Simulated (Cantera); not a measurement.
Cantera run:

```python
import numpy as np
import cantera as ct

gas_names = """
    B BF BF2 BF3 BH BHF2 BH2 BH3 BN B2 F F2 H HF H2 H2F2 H3F3 H4F4 H5F5 H6F6 H7F7 N NF NF2 NF3 NH NH2
    NH3 N2 N2H2 N2H4
""".split()
cond_names = """
    B(b) B(L) BN(s)
""".split()


# ... load() reads the species with a 1 bar reference pressure and builds the phases ...
atoms = {
    'BF3': {'B': 1, 'F': 3},
    'H2': {'H': 2},
    'N2': {'N': 2},
}
top_T = {'BN(s)': 3200}  # K; cautious upper limits of use, not melting points


# ... equilibrate(T, P, feed) seeds the gas with the atoms and calls Mixture.equilibrate('TP', solver="vcs", rtol=1e-11, max_steps=5000) ...
results = []
feed = {'BF3': 1, 'H2': 74, 'N2': 8.7}  # mol
T = 1523.15  # K
P = 20000  # Pa
mix = equilibrate(T, P, feed)
results.append((T, P, feed, dict(zip(mix.species_names, mix.species_moles))))
print(gas.report(threshold=0.001))
for i in range(1, mix.n_phases):
    print(f"{mix.phase(i).name:16s} {mix.phase_moles(i):12.5e} mol")
```

Output:

```
       temperature   1523.2 K
          pressure   20000 Pa
           density   0.0085291 kg/m^3
  mean mol. weight   5.4007 kg/kmol
   phase of matter   gas

                          1 kg             1 kmol
                     ---------------   ---------------
          enthalpy        4.7274e+06        2.5531e+07  J
   internal energy        2.3825e+06        1.2867e+07  J
           entropy             37935        2.0487e+05  J/K
    Gibbs function       -5.3053e+07       -2.8652e+08  J
 heat capacity c_p            6120.8             33056  J/K
 heat capacity c_v            4581.3             24742  J/K

                      mass frac. Y      mole frac. X     chem. pot. / RT
                     ---------------   ---------------   ---------------
               BF3          0.091182         0.0072626           -133.18
                HF          0.048191          0.013009             -51.3
                H2           0.32748            0.8773           -20.388
                N2           0.52833           0.10185           -29.953
     [  +27 minor]         0.0048157        0.00057436

B(b)              0.00000e+00 mol
BN(s)             3.48313e-01 mol
```

Cantera equilibrium calculation (NASA polynomials, part measured and part estimated; ideal gas, pure solids and liquids). The tables' values for BF2 are old estimates; treat these amounts as uncertain.
